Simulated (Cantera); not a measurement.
What does this Cantera script print?

```python
import numpy as np
import cantera as ct

gas = ct.Solution("gri30.yaml")
gas.TPX = 1325, 120000, {'CO': 0.0013, 'O2': 0.0034, 'H2O': 0.0024, 'N2': 1}
reactor = ct.IdealGasConstPressureReactor(gas, energy="off", clone=False)
net = ct.ReactorNet([reactor])
net.rtol, net.atol = 1e-08, 1e-18
show = ['CO', 'O2', 'H2O', 'NO', 'O', 'CO2', 'H2O2']
times = np.geomspace(2e-05, 3, 9)

steps = ct.SolutionArray(gas, extra=["t"])
rows = []
print(f"{'t/s':>10s}{'T/K':>9s}{'P/Pa':>11s}" + "".join(f"{s:>11s}" for s in show))
for t in times:
    while net.time < t:
        t_next = net.step()
        steps.append(gas.state, t=t_next)
    rows.append([np.interp(t, steps.t, y) for y in (steps.T, steps.P, *steps(*show).X.T)])
    print(f"{t:10.3e}{rows[-1][0]:9.1f}{rows[-1][1]:11.4g}" + "".join(f"{x:11.3e}" for x in rows[-1][2:]))
rate = np.gradient(steps.T, steps.t)
print("integrator steps:", len(steps.t))
if steps.T.max() > steps.T[0] + 200:
    print(f"time of steepest temperature rise: {steps.t[rate.argmax()]:.4e} s")
gas.TPX = 1325, 120000, {'CO': 0.0013, 'O2': 0.0034, 'H2O': 0.0024, 'N2': 1}
gas.equilibrate("TP")
print(f"equilibrium (TP): T = {gas.T:.1f} K  " + "  ".join(f"{s} {gas[s].X[0]:.3e}" for s in show))
```

It prints:

```
       t/s      T/K       P/Pa         CO         O2        H2O         NO          O        CO2       H2O2
 2.000e-05   1325.0    1.2e+05  1.291e-03  3.376e-03  2.383e-03  1.538e-19  3.068e-11  3.108e-11  6.710e-17
 8.872e-05   1325.0    1.2e+05  1.291e-03  3.376e-03  2.383e-03  3.841e-18  1.321e-10  1.402e-10  7.782e-16
 3.936e-04   1325.0    1.2e+05  1.291e-03  3.376e-03  2.383e-03  8.598e-17  5.661e-10  7.411e-10  5.636e-15
 1.746e-03   1325.0    1.2e+05  1.291e-03  3.376e-03  2.383e-03  3.101e-15  7.266e-09  1.454e-08  1.654e-13
 7.746e-03   1325.0    1.2e+05  1.153e-03  3.288e-03  2.348e-03  1.074e-09  4.327e-05  1.381e-04  1.094e-08
 3.436e-02   1325.0    1.2e+05  7.357e-05  2.762e-03  2.369e-03  1.132e-07  1.060e-05  1.218e-03  5.462e-09
 1.524e-01   1325.0    1.2e+05  3.010e-06  2.732e-03  2.382e-03  1.348e-07  6.421e-07  1.289e-03  4.127e-10
 6.763e-01   1325.0    1.2e+05  8.119e-08  2.732e-03  2.384e-03  1.391e-07  7.067e-08  1.292e-03  4.788e-11
 3.000e+00   1325.0    1.2e+05  7.807e-09  2.732e-03  2.384e-03  1.398e-07  1.673e-08  1.292e-03  1.143e-11
integrator steps: 1171
equilibrium (TP): T = 1325.0 K  CO 5.707e-09  O2 2.702e-03  H2O 2.384e-03  NO 5.946e-05  O 1.316e-08  CO2 1.292e-03  H2O2 8.986e-12
```

Computed with Cantera and GRI-Mech 3.0 (53 species, 325 reactions).
